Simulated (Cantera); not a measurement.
Input: 1 mol toluene, 0.35 mol CO2, 9.1 mol H2, at 101000 Pa.

Method: chemical equilibrium by Gibbs-energy minimisation in Cantera with the NASA 1993 tables (ideal gas, pure condensed phases). Candidate condensed phases: C, C6H6, C7H8, C8H18, H2O; 110 gas species. Kinetics and transport are ignored.

x: gas mole fraction; n: condensed amount in mol.

```json
[
 {"T (K)": "750", "x H2": "0.401", "x CH4": "0.520", "x H2O": "0.0744", "x H": "<1e-12", "x CO": "0.00201", "x C2H2 (acetylene)": "<1e-12", "n C(graphite)": "2.82"},
 {"T (K)": "900", "x H2": "0.758", "x CH4": "0.182", "x H2O": "0.0374", "x H": "1.01e-10", "x CO": "0.0200", "x C2H2 (acetylene)": "4.26e-11", "n C(graphite)": "5.04"},
 {"T (K)": "1050", "x H2": "0.900", "x CH4": "0.0470", "x H2O": "0.00747", "x H": "7.64e-9", "x CO": "0.0452", "x C2H2 (acetylene)": "3.72e-9", "n C(graphite)": "6.14"},
 {"T (K)": "1200", "x H2": "0.935", "x CH4": "0.0140", "x H2O": "0.00123", "x H": "1.90e-7", "x CO": "0.0502", "x C2H2 (acetylene)": "9.60e-8", "n C(graphite)": "6.48"},
 {"T (K)": "1350", "x H2": "0.944", "x CH4": "0.00520", "x H2O": "0.000278", "x H": "2.30e-6", "x CO": "0.0507", "x C2H2 (acetylene)": "1.17e-6", "n C(graphite)": "6.58"},
 {"T (K)": "1500", "x H2": "0.947", "x CH4": "0.00233", "x H2O": "8.36e-5", "x H": "1.70e-5", "x CO": "0.0508", "x C2H2 (acetylene)": "8.54e-6", "n C(graphite)": "6.62"},
 {"T (K)": "1650", "x H2": "0.948", "x CH4": "0.00121", "x H2O": "3.14e-5", "x H": "8.79e-5", "x CO": "0.0508", "x C2H2 (acetylene)": "4.32e-5", "n C(graphite)": "6.63"},
 {"T (K)": "1800", "x H2": "0.948", "x CH4": "0.000701", "x H2O": "1.39e-5", "x H": "0.000346", "x CO": "0.0507", "x C2H2 (acetylene)": "0.000166", "n C(graphite)": "6.64"},
 {"T (K)": "1950", "x H2": "0.947", "x CH4": "…", "x H2O": "…", "x H": "…", "x CO": "0.0507", "x C2H2 (acetylene)": "…", "n C(graphite)": "6.63"},
 {"T (K)": "2100", "x H2": "0.945", "x CH4": "0.000298", "x H2O": "3.89e-6", "x H": "0.00301", "x CO": "0.0507", "x C2H2 (acetylene)": "0.00136", "n C(graphite)": "6.61"},
 {"T (K)": "2250", "x H2": "0.939", "x CH4": "0.000211", "x H2O": "2.34e-6", "x H": "0.00715", "x CO": "0.0506", "x C2H2 (acetylene)": "0.00314", "n C(graphite)": "6.56"},
 {"T (K)": "2400", "x H2": "0.928", "x CH4": "0.000155", "x H2O": "1.49e-6", "x H": "0.0152", "x CO": "0.0503", "x C2H2 (acetylene)": "0.00647", "n C(graphite)": "6.47"},
 {"T (K)": "2550", "x H2": "0.908", "x CH4": "…", "x H2O": "…", "x H": "…", "x CO": "0.0500", "x C2H2 (acetylene)": "…", "n C(graphite)": "6.30"},
 {"T (K)": "2700", "x H2": "0.877", "x CH4": "8.69e-5", "x H2O": "6.76e-7", "x H": "0.0528", "x CO": "0.0494", "x C2H2 (acetylene)": "0.0207", "n C(graphite)": "6.04"}
]
```

**Question.** Complete the blanks.

**Answer.** 
- 1950, x CH4: 0.000442
- 1950, x H2O: 7.00e-6
- 1950, x H: 0.00111
- 1950, x C2H2 (acetylene): 0.000518
- 2550, x CH4: 0.000116
- 2550, x H2O: 9.90e-7
- 2550, x H: 0.0295
- 2550, x C2H2 (acetylene): 0.0121
